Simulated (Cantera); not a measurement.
**Low-pressure radical oxidation in H2/O2**

An isothermal, constant-pressure homogeneous reactor starts with 6.07 % H2, 92.0 % O2, 1.93 % H2O, equivalence ratio 0.033, at 1223 K and 0.0133 bar.

Computed with Cantera and GRI-Mech 3.0 (53 species, 325 reactions). Radical loss at walls, strong at low pressure, is not modelled. The temperature is held fixed by assumption; the heat of reaction is taken as removed at once.

| t (s) | x H2 | x O2 | x OH | x HO2 | x O |
|---|---|---|---|---|---|
| 4.00e-6 | 0.0607 | 0.920 | 1.54e-11 | 3.15e-10 | 1.49e-11 |
| 1.80e-5 | 0.0607 | 0.920 | 2.55e-10 | 1.42e-9 | 2.66e-10 |
| 8.08e-5 | 0.0607 | 0.920 | 3.22e-9 | 6.38e-9 | 3.91e-9 |
| 0.000363 | 0.0607 | 0.920 | 7.52e-8 | 2.90e-8 | 1.09e-7 |
| 0.00163 | 0.0527 | 0.914 | 0.00230 | 3.41e-6 | 0.00368 |
| 0.00734 | 0.00137 | 0.881 | 0.00457 | 4.37e-6 | 0.0316 |
| 0.0330 | 0.000651 | 0.901 | 0.00318 | 3.65e-6 | 0.0143 |
| 0.148 | 8.62e-5 | 0.915 | 0.00116 | 1.48e-6 | 0.00186 |
| 0.667 | 5.97e-6 | 0.917 | 0.000308 | 2.23e-7 | 0.000129 |
| 3.00 | 5.72e-7 | 0.917 | 9.61e-5 | 3.09e-8 | 1.25e-5 |
x: mole fraction; the columns are a selection and need not sum to one.

Equilibrium at this temperature and pressure: H2 1.53e-8, O2 0.917, OH 1.58e-5, HO2 1.61e-8, O 3.37e-7 (gas phase only).
